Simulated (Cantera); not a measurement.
Charge: 1 mol Fe2O3, 0.58 mol Cl2, 0.072 mol H2, equilibrated at 70.0 mbar.

Equilibrium computed with Cantera from the NASA thermochemical tables; the gas is ideal and each condensed phase is pure. Candidate condensed phases: Fe, FeCl2, FeCl3, FeO, Fe(OH)2, Fe(OH)3, Fe2O3, Fe3O4, H2O; 22 gas species. The numbers say what is thermodynamically allowed, not how fast it happens.

Task: At 900 K, list the 4 most abundant gas species with their mole fractions, and the condensed phases.

Result: Cl2 0.751, HCl 0.217, FeCl3 0.0170, O2 0.0125. Condensed: Fe2O3(s).
